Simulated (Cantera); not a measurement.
Feed: 1 mol toluene, 0.18 mol O2, 9.6 mol N2, at 1102 °C and 100 Torr.

Method: chemical equilibrium by Gibbs-energy minimisation in Cantera with the NASA 1993 tables (ideal gas, pure condensed phases). Candidate condensed phases: C, C6H6, C7H8, C8H18, H2O; 136 gas species. Kinetics and transport are ignored.

Base state: N2 0.688, H2 0.286, CO 0.0258, HCN 0.000179, CH4 5.44e-5 (mole fractions); condensed: C(graphite).

Problem. What changes in the equilibrium state with this change: toluene replaced by CH3OH?

Solution. 
```
species             before    after
----------------  --------  -------
N2                   0.688    0.762
H2                   0.286    0.136
CO                  0.0258   0.0735
H2O                4.53e-6   0.0227
CO2                1.97e-7  0.00591
CH4                5.44e-5  3.32e-9
HCN               0.000179  3.52e-8
C(graphite), mol      6.64        0
```
